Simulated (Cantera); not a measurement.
## Reactions in the system B-Cl-O

Cantera with NASA thermochemical tables; ideal gases at 1 bar, condensed phases pure. Values are per mole of reaction as written; species without (g) are pure solids or liquids, kept so even where they would boil at 1 bar. The tables' values for BOCl are old estimates.

2 BCl3(g) + 3 O2(g) + 4 B ⇌ 6 BOCl(g)

```
T (K)  ΔH° (kJ)  ΔS° (J/K)  ΔG° (kJ)  log10 K  condensed phases
-----  --------  ---------  --------  -------  ----------------
2050    -1123.4      181.5   -1495.5    38.10              B(s)
2150    -1126.5      180.0   -1513.6    36.77              B(s)
2250    -1129.8      178.5   -1531.5    35.55              B(s)
2350    -1133.2      177.0   -1549.3    34.44              B(s)
2450    -1338.1       89.9   -1558.3    33.22              B(l)
```
